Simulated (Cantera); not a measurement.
Charge: 1 mol CsCl, 0.19 mol O2, 0.56 mol N2, equilibrated at 727 °C and 51.0 Pa.

Equilibrium computed with Cantera from the NASA thermochemical tables; the gas is ideal and each condensed phase is pure. Candidate condensed phases: Cs, CsCl; 18 gas species. Equilibrium is a limit: real reactors are often held back by kinetics, nucleation or transport.

Base state: CsCl 0.461, N2 0.345, O2 0.117, Cs2Cl2 0.0771, NO 1.54e-5 (mole fractions); condensed: gas only.

Problem. What changes in the equilibrium state with this change: O2 from 0.19 to 4.2 mol?

Solution. 
| species | before | after |
|---|---|---|
| O2 | 0.117 | 0.736 |
| CsCl | 0.461 | 0.157 |
| N2 | 0.345 | 0.0981 |
| Cs2Cl2 | 0.0771 | 0.00896 |
| NO | 1.54e-5 | 2.07e-5 |
